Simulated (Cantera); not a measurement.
Source: NASA polynomial tables (part measured, part estimated), evaluated in Cantera. Values are per mole of reaction as written; species without (g) are pure solids or liquids, kept so even where they would boil at 1 bar.

Question: Between 425 and 925 K, where is each reaction favourable under standard conditions?
- Cl₂(g) + Mg(g) = MgCl₂(g)
- 2 HCl(g) + Mg = H₂(g) + MgCl₂(g)
- MgCl₂(g) = Mg(g) + 2 Cl(g)

Answer: 
- Cl₂(g) + Mg(g) = MgCl₂(g): ΔG° is -499 kJ at 425 K and -453 kJ at 925 K; it stays negative (K > 1). ΔH° is -538 kJ and ΔS° -91 J/K at 925 K.
- 2 HCl(g) + Mg = H₂(g) + MgCl₂(g): ΔG° is -209 kJ at 425 K and -210 kJ at 925 K; it stays negative (K > 1). ΔH° is -215 kJ and ΔS° -5 J/K at 925 K.
- MgCl₂(g) = Mg(g) + 2 Cl(g): ΔG° is 696 kJ at 425 K and 593 kJ at 925 K; it stays positive (K < 1). ΔH° is 786 kJ and ΔS° 209 J/K at 925 K.
